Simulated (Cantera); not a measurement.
# Gas activation for diamond growth

An isothermal, constant-pressure homogeneous reactor starts with 4.19 % CH₄, 95.1 % H₂, 0.685 % CO₂, at 1425 K and 0.0460 bar.

Model: GRI-Mech 3.0 (53 species, 325 reactions), integrated in Cantera. GRI-Mech 3.0 stops at C3 and has no aromatics, soot or wall deposition, so with more carbon than oxygen in the feed, carbon stays in small species such as C2H2 where larger ones or solid carbon would form. Radical loss at walls, strong at low pressure, is not modelled.

```csv
t (s),x CH₄,x H₂,x CO₂,x C₂H₂,x H₂O,x C₂H₄
6.00e-6,0.0419,0.951,0.00685,<1e-12,<1e-12,<1e-12
2.27e-5,0.0419,0.951,0.00685,<1e-12,2.71e-12,<1e-12
8.62e-5,0.0419,0.951,0.00685,<1e-12,4.17e-11,<1e-12
0.000327,0.0419,0.951,0.00685,<1e-12,6.14e-10,<1e-12
0.00124,0.0419,0.951,0.00685,<1e-12,8.89e-9,3.22e-12
0.00469,0.0419,0.951,0.00685,<1e-12,1.28e-7,1.80e-10
0.0178,0.0419,0.951,0.00685,6.34e-11,1.82e-6,1.05e-8
0.0674,0.0418,0.951,0.00682,3.47e-8,2.45e-5,7.34e-7
0.256,0.0418,0.951,0.00663,6.44e-6,0.000215,1.39e-5
0.969,0.0416,0.950,0.00587,9.04e-5,0.000973,2.79e-5
3.67,0.0408,0.949,0.00370,0.000446,0.00314,3.70e-5
13.9,0.0381,0.947,0.000645,0.00170,0.00618,6.81e-5
52.8,0.0304,0.951,2.17e-5,0.00534,0.00673,0.000159
200,0.0173,0.958,2.04e-5,0.0113,0.00647,0.000314
```
x: mole fraction; the columns are a selection and need not sum to one.

Equilibrium at this temperature and pressure: CH₄ 0.00941, H₂ 0.965, CO₂ 1.79e-10, C₂H₂ 0.0118, H₂O 2.98e-8, C₂H₄ 0.000326 (gas phase only).
